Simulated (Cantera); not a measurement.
An isothermal, constant-pressure homogeneous reactor starts with C2H6 : H2 = 1 : 34 (molar parts), at 1950 K and 1.30 bar.

Detailed kinetics in Cantera: GRI-Mech 3.0 (53 species, 325 reactions). GRI-Mech 3.0 stops at C3 and has no aromatics, soot or wall deposition, so with more carbon than oxygen in the feed, carbon stays in small species such as C2H2 where larger ones or solid carbon would form.

x: mole fraction; the columns are a selection and need not sum to one.

```json
[
 {"t (s)": "0.000300", "x C2H6": "(withheld)", "x H2": "0.954", "x C2H": "1.69e-7", "x C2H4": "0.000225", "x C2H2": "0.0107"},
 {"t (s)": "0.000854", "x C2H6": "(withheld)", "x H2": "0.956", "x C2H": "1.95e-7", "x C2H4": "0.000222", "x C2H2": "0.0124"},
 {"t (s)": "0.00243", "x C2H6": "(withheld)", "x H2": "0.960", "x C2H": "2.48e-7", "x C2H4": "0.000225", "x C2H2": "0.0156"},
 {"t (s)": "0.00693", "x C2H6": "(withheld)", "x H2": "0.964", "x C2H": "3.19e-7", "x C2H4": "0.000241", "x C2H2": "0.0199"},
 {"t (s)": "0.0197", "x C2H6": "(withheld)", "x H2": "0.968", "x C2H": "3.74e-7", "x C2H4": "0.000265", "x C2H2": "0.0233"},
 {"t (s)": "0.0562", "x C2H6": "(withheld)", "x H2": "0.970", "x C2H": "3.97e-7", "x C2H4": "0.000277", "x C2H2": "0.0246"},
 {"t (s)": "0.160", "x C2H6": "2.21e-7", "x H2": "0.970", "x C2H": "4.00e-7", "x C2H4": "0.000279", "x C2H2": "0.0248"},
 {"t (s)": "0.456", "x C2H6": "2.20e-7", "x H2": "0.970", "x C2H": "4.00e-7", "x C2H4": "0.000279", "x C2H2": "0.0248"},
 {"t (s)": "1.30", "x C2H6": "2.20e-7", "x H2": "0.970", "x C2H": "4.00e-7", "x C2H4": "0.000279", "x C2H2": "0.0248"},
 {"t (s)": "3.70", "x C2H6": "2.20e-7", "x H2": "0.970", "x C2H": "4.00e-7", "x C2H4": "0.000279", "x C2H2": "0.0248"},
 {"t (s)": "10.5", "x C2H6": "2.20e-7", "x H2": "0.970", "x C2H": "4.00e-7", "x C2H4": "0.000279", "x C2H2": "0.0248"},
 {"t (s)": "30.0", "x C2H6": "2.20e-7", "x H2": "0.970", "x C2H": "4.00e-7", "x C2H4": "0.000279", "x C2H2": "0.0248"}
]
```

Q: Complete the blanks.

A: 
- 0.000300, x C2H6: 9.36e-6
- 0.000854, x C2H6: 7.56e-6
- 0.00243, x C2H6: 4.58e-6
- 0.00693, x C2H6: 1.78e-6
- 0.0197, x C2H6: 5.25e-7
- 0.0562, x C2H6: 2.44e-7
